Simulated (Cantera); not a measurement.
Cantera run, input and output.

```python
import numpy as np
import cantera as ct

gas = ct.Solution("gri30.yaml")
gas.TPX = 750, 33000, {'H2': 1, 'O2': 0.758, 'N2': 2.85}
inlet = ct.Reservoir(gas, clone=True)
gas.equilibrate("HP")  # start burning
reactor = ct.IdealGasConstPressureReactor(gas, energy="on", clone=False)
exhaust = ct.Reservoir(gas, clone=True)
tau = [0.13, 0.071, 0.039, 0.021, 0.012, 0.0064, 0.0035, 0.0019, 0.0011, 0.00058, 0.00032, 0.00017, 9.5e-05][0]
for a, b in ((inlet, reactor), (reactor, exhaust)):
    ct.MassFlowController(a, b, mdot=lambda t: reactor.mass / tau)
net = ct.ReactorNet([reactor])
show = ['H2', 'O2', 'OH', 'N2O', 'H', 'NO', 'H2O2']

rows = []
print(f"{'tau/s':>10s}{'T/K':>9s}" + "".join(f"{s:>11s}" for s in show))
for tau in [0.13, 0.071, 0.039, 0.021, 0.012, 0.0064, 0.0035, 0.0019, 0.0011, 0.00058, 0.00032, 0.00017, 9.5e-05]:
    net.initial_time = 0.0
    net.advance(30 * tau)
    before = gas.X
    net.advance(40 * tau)
    drift = np.max(np.abs(gas.X - before) / (gas.X + 1e-9))
    rows.append([gas.T, *gas[show].X, drift])
    print(f"{tau:10.3e}{gas.T:9.1f}" + "".join(f"{x:11.3e}" for x in gas[show].X))
```

Result:

```
     tau/s      T/K         H2         O2         OH        N2O          H         NO       H2O2
 1.300e-01   2249.8  3.263e-03  5.948e-02  9.993e-03  1.845e-07  9.302e-04  2.681e-03  1.219e-07
 7.100e-02   2243.3  3.688e-03  5.986e-02  1.058e-02  1.756e-07  1.127e-03  1.804e-03  1.175e-07
 3.900e-02   2230.4  4.417e-03  6.011e-02  1.145e-02  1.618e-07  1.496e-03  1.171e-03  1.122e-07
 2.100e-02   2206.9  5.668e-03  6.032e-02  1.270e-02  1.408e-07  2.229e-03  7.236e-04  1.093e-07
 1.200e-02   2173.5  7.361e-03  6.054e-02  1.404e-02  1.183e-07  3.417e-03  4.462e-04  1.132e-07
 6.400e-03   2119.9  9.912e-03  6.098e-02  1.551e-02  9.467e-08  5.663e-03  2.401e-04  1.293e-07
 3.500e-03   2051.6  1.287e-02  6.169e-02  1.654e-02  7.704e-08  9.042e-03  1.269e-04  1.609e-07
 1.900e-03   1966.4  1.610e-02  6.279e-02  1.692e-02  6.420e-08  1.395e-02  7.196e-05  2.178e-07
 1.100e-03   1878.1  1.894e-02  6.413e-02  1.658e-02  5.575e-08  1.970e-02  5.030e-05  3.061e-07
 5.800e-04   1763.9  2.203e-02  6.620e-02  1.536e-02  4.805e-08  2.799e-02  3.704e-05  4.935e-07
 3.200e-04   1651.2  2.477e-02  6.876e-02  1.359e-02  4.193e-08  3.685e-02  2.738e-05  8.093e-07
 1.700e-04   1527.8  2.851e-02  7.265e-02  1.130e-02  3.544e-08  4.669e-02  1.779e-05  1.363e-06
 9.500e-05   1411.2  3.555e-02  7.863e-02  9.069e-03  2.818e-08  5.450e-02  1.008e-05  2.036e-06
```

Cantera simulation using GRI-Mech 3.0 (53 species, 325 reactions); the numbers are that mechanism's predictions, not measurements.
